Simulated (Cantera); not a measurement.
An isothermal, constant-pressure homogeneous reactor starts with CH4 : N2 = 1 : 2.7 (molar parts), at 1323 K and 0.370 bar. Integrator tolerance rtol = 1e-08.

Detailed kinetics in Cantera: GRI-Mech 3.0 (53 species, 325 reactions). GRI-Mech 3.0 stops at C3 and has no aromatics, soot or wall deposition, so with more carbon than oxygen in the feed, carbon stays in small species such as C2H2 where larger ones or solid carbon would form.

**Question.** What does this change do: temperature 1323 to 1875 K?

**Answer.** 
| quantity | before | after |
|---|---|---|
| x(CH4) at 10.0 s | 0.246 (gas-phase equilibrium 0.0647) | 0.000728 (gas-phase equilibrium 0.000516) |
| x(C2H2) at 10.0 s | 0.00838 (gas-phase equilibrium 0.0417) | 0.106 (gas-phase equilibrium 0.0527) |
| x(CH2) at 10.0 s | 4.43e-11 (gas-phase equilibrium 2.36e-11) | 6.43e-8 (gas-phase equilibrium 4.55e-8) |
| x(HCN) at 10.0 s | 1.54e-12 (gas-phase equilibrium 0.0647) | 0.000133 (gas-phase equilibrium 0.107) |
| x(CH3) at 10.0 s | 1.84e-5 (gas-phase equilibrium 6.87e-6) | 2.80e-5 (gas-phase equilibrium 1.99e-5) |
| x(C2H4) at 10.0 s | 0.00120 (gas-phase equilibrium 0.00770) | 0.000176 (gas-phase equilibrium 8.76e-5) |
